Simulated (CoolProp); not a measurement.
Computed with CoolProp (reference Helmholtz-energy equation of state, Gao 2020).

Give the vapour pressure (MPa), liquid density (kg/m³), enthalpy of vaporisation (kJ/kg), vapour viscosity (µPa s) of saturated ammonia at -54.85 °C.


```
T (°C)  p (MPa)  liquid density (kg/m³)  enthalpy of vaporisation (kJ/kg)  vapour viscosity (µPa s)
------  -------  ----------------------  --------------------------------  ------------------------
-54.85   0.0304                     707                              1430                      7.44
```

Viscosity comes from a separate model (Fenghour 1995).
